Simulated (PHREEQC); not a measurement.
1.2 g of hydrous ferric oxide (600 m²/g; 0.2 weak and 0.005 strong sites per Fe, Dzombak-Morel constants, diffuse double layer) in 1 kg of water with 0.3 mol/kgw of an inert sodium salt and 0.00012 mol CuCl2, 0.00053 mol PbCl2 and 1.8e-05 mol NiCl2, at 25 °C; the pH is set by adding NaOH or the inert anion's acid. O2 is buffered at 0.21 atm. CO2 from the air is kept out. No solid was allowed to form.

Base run: PHREEQC, ion-association model, wateq4f.dat. Each further column changes one thing. The table gives Cu sorbed (%).

```json
[
 {"pH": "4", "base": "1.7", "no electrostatic term (-no_edl)": "1.8", "background salt from 0.3 to 0.03 mol/kgw": "2.4", "oxide from 1.2 to 6 g/kgw": "9.1", "0.005 mol/kgw ZnCl2 added": "1.7"},
 {"pH": "5.5", "base": "87.6", "no electrostatic term (-no_edl)": "92.7", "background salt from 0.3 to 0.03 mol/kgw": "86.4", "oxide from 1.2 to 6 g/kgw": "97.8", "0.005 mol/kgw ZnCl2 added": "87.0"},
 {"pH": "6.5", "base": "99.6", "no electrostatic term (-no_edl)": "99.9", "background salt from 0.3 to 0.03 mol/kgw": "99.5", "oxide from 1.2 to 6 g/kgw": "100.0", "0.005 mol/kgw ZnCl2 added": "98.7"},
 {"pH": "8", "base": "99.9", "no electrostatic term (-no_edl)": "100.0", "background salt from 0.3 to 0.03 mol/kgw": "99.9", "oxide from 1.2 to 6 g/kgw": "100.0", "0.005 mol/kgw ZnCl2 added": "77.5"},
 {"pH": "9.5", "base": "99.6", "no electrostatic term (-no_edl)": "96.7", "background salt from 0.3 to 0.03 mol/kgw": "99.7", "oxide from 1.2 to 6 g/kgw": "100.0", "0.005 mol/kgw ZnCl2 added": "7.9"},
 {"pH": "10.5", "base": "98.2", "no electrostatic term (-no_edl)": "27.4", "background salt from 0.3 to 0.03 mol/kgw": "99.5", "oxide from 1.2 to 6 g/kgw": "99.9", "0.005 mol/kgw ZnCl2 added": "5.7"},
 {"pH": "12", "base": "39.2", "no electrostatic term (-no_edl)": "0.1", "background salt from 0.3 to 0.03 mol/kgw": "88.9", "oxide from 1.2 to 6 g/kgw": "93.9", "0.005 mol/kgw ZnCl2 added": "12.2"}
]
```

In at least one series the solution becomes supersaturated in solids that the run did not let form, among them Cu(OH)2, Ni(OH)2. The database's constant for dissolved Cu(OH)2 is higher than later reviews accept.
